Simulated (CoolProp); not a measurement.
R21 along the isotherm 199.85 °C: fugacity coefficient from the reference equation and from simpler models built on Tc = 179.6 °C, pc = 52.89 bar, ω = 0.206; each cubic takes its own stable root.

Model: reference Helmholtz-energy equation of state, Platzer 1990, in CoolProp. This equation is an older, rougher fit; its heat capacities, sound speeds and derivatives of the liquid may be far off and weren't checked against measurements.

| p (bar) | phase | reference | van der Waals | Redlich-Kwong | Soave-Redlich-Kwong | Peng-Robinson |
|---|---|---|---|---|---|---|
| 33.1 | gas | 0.8223 | 0.8345 | 0.8185 | 0.8218 | 0.8039 |
| 66.1 | supercritical | 0.6409 | 0.6547 | 0.6387 | 0.6477 | 0.6222 |
| 99.2 | supercritical | 0.4864 | 0.5095 | 0.4908 | 0.5018 | 0.4765 |
| 132 | supercritical | 0.4041 | 0.4372 | 0.4127 | 0.4230 | 0.3975 |
| 165 | supercritical | 0.3551 | 0.3962 | 0.3661 | 0.3758 | 0.3496 |
| 198 | supercritical | 0.3237 | 0.3719 | 0.3362 | 0.3455 | 0.3184 |
| 231 | supercritical | 0.3026 | 0.3577 | 0.3163 | 0.3253 | 0.2970 |
| 264 | supercritical | 0.2882 | 0.3502 | 0.3027 | 0.3116 | 0.2820 |
